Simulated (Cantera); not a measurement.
Charge: 1 mol Si, 9.8 mol HF, equilibrated at 0.00410 bar.

Method: chemical equilibrium by Gibbs-energy minimisation in Cantera with the NASA 1993 tables (ideal gas, pure condensed phases). Candidate condensed phases: Si; 25 gas species. The tables' values for SiF3, SiF2 are old estimates; treat these amounts as uncertain. Rates play no part.

log p: log10 of the partial pressure in bar; nothing condenses.

```csv
T (K),log p HF,log p H2,log p SiF4,log p SiF3,log p H
1373,-2.57,-3.03,-3.33,-6.57,___
1423,-2.57,-3.03,-3.33,-6.24,___
1473,-2.57,-3.03,-3.33,-5.93,___
1523,-2.57,-3.03,-3.33,-5.64,___
1573,-2.57,-3.03,-3.34,-5.37,___
1623,-2.57,-3.03,-3.34,-5.12,___
1673,-2.57,-3.04,-3.35,-4.89,___
1723,-2.57,-3.04,-3.35,-4.68,___
```

Fill in the missing entries.


- 1373, log p H: -6.99
- 1423, log p H: -6.69
- 1473, log p H: -6.41
- 1523, log p H: -6.15
- 1573, log p H: -5.91
- 1623, log p H: -5.68
- 1673, log p H: -5.46
- 1723, log p H: -5.26
